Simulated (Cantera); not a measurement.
A closed system holds: 1 mol V, 2.9 mol N2.

These are equilibrium values from Cantera (NASA tables, ideal gas, pure condensed phases), not measurements of a reactor. Candidate condensed phases: V, VN; 4 gas species. VN: taken at fixed stoichiometry. Condensed phases not in the tables: V2N, N, O or C dissolved in the metal. The numbers say what is thermodynamically allowed, not how fast it happens.

Stable condensed phases, one row left out:

```
T in °C \ P in Pa
            0.10       1      10     100    1000   10000  100000 1000000
   1450        A       A       B       B       B       B       B       B
   1425        A       A       B       B       B       B       B       B
   1375        A       B       B       B       B       B       B       B
   1350        A       B       B       B       B       B       B       B
   1325        A       B       B       B       B       B       B       B
   1300        A       B       B       B       B       B       B       B
   1275        A       B       B       B       B       B       B       B
   1250        B       B       B       B       B       B       B       B
```

A: V; B: VN.

Question: Give the row for 1400 °C.

Answer: 0.10: V; 1: V; 10: VN; 100: VN; 1000: VN; 10000: VN; 100000: VN; 1000000: VN.
